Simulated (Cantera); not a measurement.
Cantera run:

```python
import numpy as np
import cantera as ct

gas_names = [...]  # 110 gases of nasa_gas.yaml made of C, H, O
cond_names = """
    C(gr) C6H6(L) C7H8(L) C8H18(L),n-octa H2O(s) H2O(L)
""".split()


# ... load() reads the species with a 1 bar reference pressure and builds the phases ...
atoms = {
    'n-butane': {'C': 4, 'H': 10},
    'O2': {'O': 2},
    'H2': {'H': 2},
    'CO2': {'C': 1, 'O': 2},
}
top_T = {'C(gr)': 4500}  # K; cautious upper limits of use, not melting points


# ... equilibrate(T, P, feed) seeds the gas with the atoms and calls Mixture.equilibrate('TP', solver="vcs", rtol=1e-11, max_steps=5000) ...
results = []
feed = {'n-butane': 1, 'O2': 0.73, 'H2': 23, 'CO2': 0.22}  # mol
T = 2200  # K
P = 8100  # Pa
mix = equilibrate(T, P, feed)
results.append((T, P, feed, dict(zip(mix.species_names, mix.species_moles))))
print(gas.report(threshold=0.001))
for i in range(1, mix.n_phases):
    print(f"{mix.phase(i).name:16s} {mix.phase_moles(i):12.5e} mol")
```

It prints:

```
       temperature   2200 K
          pressure   8100 Pa
           density   0.001634 kg/m^3
  mean mol. weight   3.69 kg/kmol
   phase of matter   gas

                          1 kg             1 kmol
                     ---------------   ---------------
          enthalpy        1.5622e+07        5.7644e+07  J
   internal energy        1.0665e+07        3.9353e+07  J
           entropy             59511         2.196e+05  J/K
    Gibbs function        -1.153e+08       -4.2547e+08  J
 heat capacity c_p            9431.3             34801  J/K
 heat capacity c_v              7178             26487  J/K

                      mass frac. Y      mole frac. X     chem. pot. / RT
                     ---------------   ---------------   ---------------
                CO            0.4778          0.062945           -39.353
    C2H2,acetylene          0.016559         0.0023467           -28.335
                 H         0.0051731          0.018937           -11.195
                H2           0.50031           0.91574            -22.39
     [ +106 minor]        0.00016275        3.0843e-05

C(gr)             2.17711e+00 mol
```

Method: chemical equilibrium by Gibbs-energy minimisation in Cantera with the NASA 1993 tables (ideal gas, pure condensed phases).
